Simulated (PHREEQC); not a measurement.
Consider water at 25 °C with 0.12 mol/kgw KH2PO4 and 0.0063 mol/kgw K2HPO4. Closed to the air; pH follows from the charge balance.

All values are PHREEQC results (ion-association model, phreeqc.dat), not measurements.

| quantity | before | after |
|---|---|---|
| pH | 5.54 | 5.82 |
| ionic strength (mol/kgw) | 0.138 | 0.156 |
| H2PO4- (mol/kgw) | 0.120 | 0.120 |
| PO4-3 (mol/kgw) | 4.32e-9 | 1.76e-8 |

Task: What was changed between the two runs?
(A) KH2PO4 replaced by K3PO4 at the same molality
(B) K2HPO4 left out
(C) 0.081 mol/kgw Na2SO4 added
(D) diluted 2-fold with water
(E) K2HPO4 from 0.0063 to 0.0126 mol/kgw

Result: E, K2HPO4 from 0.0063 to 0.0126 mol/kgw

No solid was allowed to form.
